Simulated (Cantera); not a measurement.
Feed: 1 mol Ti(OiPr)4, 0.9 mol C3H8, 2.6 mol H2, at 1998 K and 0.0100 bar.

Method: chemical equilibrium by Gibbs-energy minimisation in Cantera with the NASA 1993 tables (ideal gas, pure condensed phases). Candidate condensed phases: C, C6H6, C7H8, C8H18, H2O, Ti, TiC, TiO, TiO2, Ti2O3, Ti3O5, Ti4O7; 113 gas species. The feed counts by its element totals alone. TiC: taken at fixed stoichiometry. The numbers say what is thermodynamically allowed, not how fast it happens.

Base state: H2 0.821, CO 0.164, H 0.0145, C2H2 (acetylene) 0.000622 (mole fractions); condensed: C(graphite) + TiC(s).

Task: What changes in the equilibrium state with this change: Ti(OiPr)4 replaced by TiCl4?

Result: 
```
species             before     after
----------------  --------  --------
H2                   0.821     0.510
HCl                      0     0.466
H                   0.0145    0.0115
CO                   0.164         0
TiCl3                    0   0.00227
Cl                       0   0.00780
TiCl2                    0   0.00122
TiCl4                    0   3.87e-5
TiCl                     0   1.19e-5
C2H2 (acetylene)  0.000622  0.000387
C(graphite), mol      9.67      1.72
TiC(s), mol          1.000     0.971
```
The tables' values for TiCl2 are old estimates; treat these amounts as uncertain. Further candidate phases: TiCl2, TiCl3, TiCl4.

Task: What changes in the equilibrium state with this change: temperature from 1998 K to 1600 K?

Result: 
```tsv
species	before	after
H2	0.821	0.834
CO	0.164	0.165
H	0.0145	0.000497
C2H2 (acetylene)	0.000622	2.29e-5
CH4	2.87e-6	1.14e-5
C(graphite), mol	9.67	9.70
TiC(s), mol	1.000	1.00
```

Task: What changes in the equilibrium state with this change: temperature from 1998 K to 1598.15 K?

Result: 
| species | before | after |
|---|---|---|
| H2 | 0.821 | 0.834 |
| CO | 0.164 | 0.165 |
| H | 0.0145 | 0.000487 |
| C2H2 (acetylene) | 0.000622 | 2.25e-5 |
| CH4 | 2.87e-6 | 1.15e-5 |
| C(graphite), mol | 9.67 | 9.70 |
| TiC(s), mol | 1.000 | 1.00 |
